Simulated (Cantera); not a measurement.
Input (Python, Cantera) and output of one run.

```python
import numpy as np
import cantera as ct

gas_names = """
    CL CL2 H HCL H2 Si SiCL SiCL2 SiCL3 SiCL4 SiH SiHCL3 SiH2 SiH2CL2 SiH3 SiH3CL SiH4 Si2 Si3
""".split()
cond_names = """
    Si(cr) Si(L)
""".split()


# ... load() reads the species with a 1 bar reference pressure and builds the phases ...
atoms = {
    'SiH4': {'Si': 1, 'H': 4},
    'HCl': {'H': 1, 'CL': 1},
    'H2': {'H': 2},
}
top_T = {}  # K; cautious upper limits of use, not melting points


# ... equilibrate(T, P, feed) seeds the gas with the atoms and calls Mixture.equilibrate('TP', solver="vcs", rtol=1e-11, max_steps=5000) ...
results = []
feed = {'SiH4': 1, 'HCl': 0.29, 'H2': 13}  # mol
P = 101325  # Pa
for T in [825, 975, 1125, 1275, 1425, 1575, 1725]:
    mix = equilibrate(T, P, feed)
    results.append((T, P, feed, dict(zip(mix.species_names, mix.species_moles))))

top = {s: max(r[3][s] / sum(r[3][g] for g in gas_names) for r in results) for s in gas_names}
cols = sorted((s for s in top if top[s] > 1e-06), key=lambda s: -top[s])[:9]
seen = [c for c in cond_names if any(r[3].get(c, 0) > 1e-12 for r in results)]
print("log10 of partial pressures in bar; condensed amounts in mol")
print(f"{'T/K':>10s}" + "".join(f"{s[:9]:>10s}" for s in cols + seen))
for T, P, feed, n in results:
    ng = sum(n[g] for g in gas_names)
    print(f"{T:10.4g}" + "".join(f"{np.log10(max(n[s] / ng * P / 1e5, 1e-99)):10.3f}" for s in cols)
          + "".join(f"{n.get(c, 0):10.4g}" for c in seen))
```

It prints:

```
log10 of partial pressures in bar; condensed amounts in mol
       T/K        H2       HCL    SiHCL3     SiCL4     SiCL2   SiH2CL2         H     SiCL3    SiH3CL    Si(cr)     Si(L)
       825     0.003    -3.128    -2.486    -2.709    -6.214    -3.336   -11.099    -5.434    -4.818    0.9144         0
       975     0.002    -2.456    -2.567    -2.783    -4.707    -3.331    -8.941    -4.471    -4.693    0.9264         0
      1125     0.000    -2.023    -2.794    -3.057    -3.721    -3.442    -7.352    -3.934    -4.662    0.9522         0
      1275    -0.002    -1.818    -3.336    -3.759    -3.220    -3.772    -6.133    -3.896    -4.762    0.9766         0
      1425    -0.002    -1.772    -4.112    -4.776    -3.063    -4.265    -5.167    -4.217    -4.956    0.9836         0
      1575    -0.002    -1.768    -4.835    -5.726    -3.004    -4.726    -4.382    -4.574    -5.143    0.9839         0
      1725    -0.002    -1.767    -5.467    -6.547    -2.993    -5.140    -3.732    -4.906    -5.330         0    0.9839
```

Cantera equilibrium calculation (NASA polynomials, part measured and part estimated; ideal gas, pure solids and liquids). The tables' values for SiCl3 are old estimates; treat these amounts as uncertain. Gases not in the tables: Si2H6 and higher silanes.
